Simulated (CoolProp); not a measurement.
n-undecane along the isotherm 620 K: density (kg/m³) from the reference equation and from simpler models built on Tc = 638.8 K, pc = 19.90 bar, ω = 0.539; each cubic takes its own stable root.

Values from CoolProp's reference Helmholtz-energy equation of state, Aleksandrov 2011. It is a short technical equation, of lower accuracy than the large ones.

```
p (bar)   phase  reference
-------  ------  ---------
0.0944      gas     0.2868
0.215       gas     0.6550
0.489       gas      1.499
1.11        gas      3.450
2.53        gas      8.136
5.76        gas      20.24
13.1        gas      63.88
29.9     liquid      431.9
```

Task: How far does each simpler model (van der Waals, Redlich-Kwong, Soave-Redlich-Kwong) lie from the reference over these 8 states: mean and median of the absolute difference, and the worst?

Result: 
- van der Waals: mean 7.4 %, median 1.1 %, worst -38.3 % at 620 K and 29.9 bar
- Redlich-Kwong: mean 4.5 %, median 0.6 %, worst -22.6 % at 620 K and 29.9 bar
- Soave-Redlich-Kwong: mean 3.8 %, median 0.5 %, worst -19.8 % at 620 K and 29.9 bar
